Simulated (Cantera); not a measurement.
Input: 1 mol ZrN, 0.033 mol H2, equilibrated at 1473 K and 0.0133 bar.

These are equilibrium values from Cantera (NASA tables, ideal gas, pure condensed phases), not measurements of a reactor. Candidate condensed phases: Zr, ZrN; 11 gas species. ZrN: taken at fixed stoichiometry. The numbers say what is thermodynamically allowed, not how fast it happens.

Base state: H2 1.000, H 0.000110 (mole fractions); condensed: ZrN(s).

What changes in the equilibrium state with this change: ZrN replaced by BN?


| species | before | after |
|---|---|---|
| H2 | 1.000 | 1.000 |
| H | 0.000110 | 0.000110 |
| ZrN(s), mol | 1.00 | 0 |
| BN(s), mol | 0 | 1.00 |
Further candidate phases: B, BN.
